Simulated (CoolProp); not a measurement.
Vapour-liquid equilibrium of methanol (1) + ethanol (2) at 1100 kPa; x and y are mole fractions of (1).

Computed with CoolProp (multi-fluid Helmholtz-energy mixture model, de Reuck 1993 and Schroeder 2014; pair parameters Bell 2016).

Q: Give the bubble temperature and the first vapour's composition at x = 0.25, 0.45, 0.55. Is there an azeotrope?

A: x = 0.25: 423.9 K, y = 0.304; x = 0.45: 421.1 K, y = 0.517; x = 0.55: 419.8 K, y = 0.616. No azeotrope shows between x = 0.05 and 0.95.

Pair parameters are fitted to limited data, so mixtures are less certain than the pure fluids.
